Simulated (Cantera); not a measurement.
What does this Cantera script print?

```python
import numpy as np
import cantera as ct

gas = ct.Solution("h2o2.yaml")
gas.TPX = 998, 29000, {'H2': 1.5, 'O2': 1, 'N2': 1.1}
reactor = ct.IdealGasConstPressureReactor(gas, energy="off", clone=False)
net = ct.ReactorNet([reactor])
net.rtol, net.atol = 1e-08, 1e-18
show = ['H2', 'O2', 'H', 'O', 'H2O2', 'OH', 'HO2']
times = np.geomspace(7e-06, 2, 13)

steps = ct.SolutionArray(gas, extra=["t"])
rows = []
print(f"{'t/s':>10s}{'T/K':>9s}{'P/Pa':>11s}" + "".join(f"{s:>11s}" for s in show))
for t in times:
    while net.time < t:
        t_next = net.step()
        steps.append(gas.state, t=t_next)
    rows.append([np.interp(t, steps.t, y) for y in (steps.T, steps.P, *steps(*show).X.T)])
    print(f"{t:10.3e}{rows[-1][0]:9.1f}{rows[-1][1]:11.4g}" + "".join(f"{x:11.3e}" for x in rows[-1][2:]))
rate = np.gradient(steps.T, steps.t)
print("integrator steps:", len(steps.t))
if steps.T.max() > steps.T[0] + 200:
    print(f"time of steepest temperature rise: {steps.t[rate.argmax()]:.4e} s")
gas.TPX = 998, 29000, {'H2': 1.5, 'O2': 1, 'N2': 1.1}
gas.equilibrate("TP")
print(f"equilibrium (TP): T = {gas.T:.1f} K  " + "  ".join(f"{s} {gas[s].X[0]:.3e}" for s in show))
```

It prints:

```
       t/s      T/K       P/Pa         H2         O2          H          O       H2O2         OH        HO2
 7.000e-06    998.0    2.9e+04  4.167e-01  2.778e-01  1.684e-10  1.476e-11  5.359e-14  5.878e-12  1.728e-10
 1.994e-05    998.0    2.9e+04  4.167e-01  2.778e-01  6.896e-10  8.210e-11  4.770e-13  2.876e-11  5.711e-10
 5.681e-05    998.0    2.9e+04  4.167e-01  2.778e-01  7.736e-09  9.996e-10  6.144e-12  3.395e-10  3.606e-09
 1.618e-04    998.0    2.9e+04  4.167e-01  2.778e-01  3.031e-06  3.946e-07  1.712e-09  1.343e-07  1.029e-06
 4.610e-04    998.0    2.9e+04  6.767e-02  1.187e-01  9.260e-03  1.738e-03  1.178e-05  1.962e-03  1.206e-04
 1.313e-03    998.0    2.9e+04  1.987e-02  9.668e-02  7.911e-05  5.200e-05  1.482e-05  6.497e-05  8.960e-05
 3.742e-03    998.0    2.9e+04  1.690e-02  9.535e-02  3.071e-06  2.337e-06  5.293e-05  2.799e-06  6.558e-05
 1.066e-02    998.0    2.9e+04  1.564e-02  9.477e-02  2.952e-06  2.281e-06  8.760e-05  2.904e-06  6.178e-05
 3.037e-02    998.0    2.9e+04  1.198e-02  9.310e-02  2.442e-06  2.140e-06  9.499e-05  3.100e-06  5.745e-05
 8.651e-02    998.0    2.9e+04  6.212e-03  9.049e-02  1.054e-06  1.256e-06  5.874e-05  2.428e-06  4.178e-05
 2.464e-01    998.0    2.9e+04  1.748e-03  8.849e-02  1.937e-07  3.579e-07  1.510e-05  1.458e-06  1.978e-05
 7.021e-01    998.0    2.9e+04  3.386e-04  8.787e-02  1.467e-08  3.597e-08  1.285e-06  5.331e-07  5.576e-06
 2.000e+00    998.0    2.9e+04  7.139e-05  8.775e-02  1.128e-09  3.013e-09  8.907e-08  1.822e-07  1.414e-06
integrator steps: 1981
equilibrium (TP): T = 998.0 K  H2 2.735e-10  O2 8.772e-02  H 6.649e-14  O 8.190e-11  H2O2 2.304e-10  OH 2.787e-07  HO2 7.888e-10
```

Model: the H2/O2 subset of GRI-Mech 3.0, which has no nitrogen chemistry, integrated in Cantera. The temperature is held fixed by assumption; the heat of reaction is taken as removed at once.
